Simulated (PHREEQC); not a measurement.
Make-up at 65 °C: 0.0077 mol H2SO4, 0.091 mol NaCl and 0.0058 mol MgCl2 per kg of water. Closed to the air; pH follows from the charge balance.

The numbers come from PHREEQC with the ion-association model, wateq4f.dat.

No solid was allowed to form.

Q: Order these S species by the share of S that they hold, largest first: NaSO4-, HSO4-, MgSO4, SO4-2.

A: HSO4- (42 %), SO4-2 (38 %), MgSO4 (12 %), NaSO4- (7.0 %)

The pH is 2.01 and the ionic strength 0.120 mol/kgw. Complexes and solids missing from the database can't appear. At this temperature some constants are extrapolated from 25 °C, and those without enthalpy data are left unchanged.
